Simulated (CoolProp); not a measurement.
Vapour-liquid equilibrium of propylene (1) + R115 (2) at 25.1 kPa; x and y are mole fractions of (1).

The numbers come from the multi-fluid Helmholtz-energy mixture model, Lemmon 2013 and Lemmon 2016; pair parameters Bell 2016 in CoolProp.

| x | bubble temperature (K) | y at the bubble point | dew temperature at overall composition x (K) | liquid density (mol/L) |
|---|---|---|---|---|
| 0.05 | 204.6 | 0.172 | 206.2 | 10.80 |
| 0.125 | 201.9 | 0.347 | 205.2 | 11.09 |
| 0.2 | 200.0 | 0.460 | 204.2 | 11.38 |
| 0.275 | 198.8 | 0.534 | 203.0 | 11.67 |
| 0.35 | 197.9 | 0.585 | 201.8 | 11.97 |
| 0.425 | 197.4 | 0.622 | 200.6 | 12.27 |
| 0.5 | 197.0 | 0.650 | 199.3 | 12.59 |
| 0.575 | 196.8 | 0.673 | 198.1 | 12.93 |
| 0.65 | 196.7 | 0.694 | 197.0 | 13.29 |
| 0.725 | 196.7 | 0.719 | 196.7 | 13.67 |
| 0.8 | 196.7 | 0.752 | 197.0 | 14.08 |
| 0.875 | 197.1 | 0.804 | 197.7 | 14.51 |
| 0.95 | 197.9 | 0.894 | 198.4 | 14.95 |

y crosses x between x = 0.65 and 0.725: the model has an azeotrope there.

The pair parameters rest on a limited set of measurements; away from them the model extrapolates.
